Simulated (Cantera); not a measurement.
An isothermal, constant-pressure homogeneous reactor starts with CH4 : H2O = 1 : 3.1 (molar parts), at 1473 K and 1.80 bar.

Computed with Cantera and GRI-Mech 3.0 (53 species, 325 reactions).

Q: Predict: x(CH4) at 90.0 s; x(H2O) at 90.0 s; x(H) at 90.0 s; x(CH3) at 90.0 s; x(H2) at 90.0 s.

A: 
```
Property                                             Value
----------------  ----------------------------------------
x(CH4) at 90.0 s    0.0197 (gas-phase equilibrium 1.18e-6)
x(H2O) at 90.0 s       0.347 (gas-phase equilibrium 0.312)
x(H) at 90.0 s     6.57e-6 (gas-phase equilibrium 6.87e-6)
x(CH3) at 90.0 s  5.41e-6 (gas-phase equilibrium 3.13e-10)
x(H2) at 90.0 s        0.483 (gas-phase equilibrium 0.524)
```
